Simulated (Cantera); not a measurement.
Input: 1 mol SiH₂Cl₂, 0.32 mol N₂, 1.9 mol NH₃, at 1173.15 K and 750 Torr.

These are equilibrium values from Cantera (NASA tables, ideal gas, pure condensed phases), not measurements of a reactor. Candidate condensed phases: NH₄Cl, Si, Si₃N₄; 28 gas species. The tables' values for SiCl₃ are old estimates; treat these amounts as uncertain. Equilibrium is a limit: real reactors are often held back by kinetics, nucleation or transport.

Question: What is the equilibrium state?

Answer: 
```
Property                             Result
--------------------------------  ---------
x(H₂)                                 0.561
x(HCl)                                0.298
x(N₂)                                 0.123
x(SiCl₄)                             0.0171
x(SiHCl₃)                          0.000749
x(SiCl₃)                           0.000115
x(NH₃)                              3.20e-5
x(SiCl₂)                            7.69e-6
x(SiH₂Cl₂)                          4.21e-6
n(Si₃N₄(s))                       0.301 mol
gas amount                        5.421 mol
log10 activity of Si(s) (absent)      -4.67
```
